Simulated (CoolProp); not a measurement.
Vapour-liquid equilibrium of carbon dioxide (1) + propane (2) at -48.65 °C; x and y are mole fractions of (1).

The numbers come from the multi-fluid Helmholtz-energy mixture model, Span 1996 and Lemmon 2009; pair parameters Kunz 2012 in CoolProp.

Q: Give the bubble pressure and the first vapour's composition at x = 0.05, 0.35, 0.65. Is there an azeotrope?

A: x = 0.05: 148.5 kPa, y = 0.506; x = 0.35: 507.7 kPa, y = 0.882; x = 0.65: 628.5 kPa, y = 0.920. No azeotrope shows between x = 0.05 and 0.95.

Pair parameters are fitted to limited data, so mixtures are less certain than the pure fluids. With so large a gap from Raoult's law the liquid may split in two, which this calculation doesn't test in full.
